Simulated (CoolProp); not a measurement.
Vapour-liquid equilibrium of sulfur dioxide (1) + toluene (2) at 57.6 kPa; x and y are mole fractions of (1).

Model: multi-fluid Helmholtz-energy mixture model, Gao 2016 and Lemmon 2006; pair parameters Bell 2016, in CoolProp.

```tsv
x	bubble temperature (K)	y at the bubble point	dew temperature at overall composition x (K)	liquid density (mol/L)
0.05	334.1	0.678	363.4	9.279
0.15	301.5	0.932	360.1	10.29
0.25	284.9	0.976	356.4	11.25
0.35	274.7	0.989	352.3	12.26
0.45	267.8	0.994	347.7	13.37
0.55	263.0	0.997	342.4	14.60
0.65	259.4	0.998	336.1	16.02
0.75	256.6	0.999	328.1	17.66
0.85	254.3	0.999	316.9	19.60
0.95	252.2	1.000	296.3	21.94
```

No azeotrope shows between x = 0.05 and 0.95.

Pair parameters are fitted to limited data, so mixtures are less certain than the pure fluids. The gap from Raoult's law changes sign with composition, which may be real or a fault of the pair parameters; it wasn't checked against measurements.
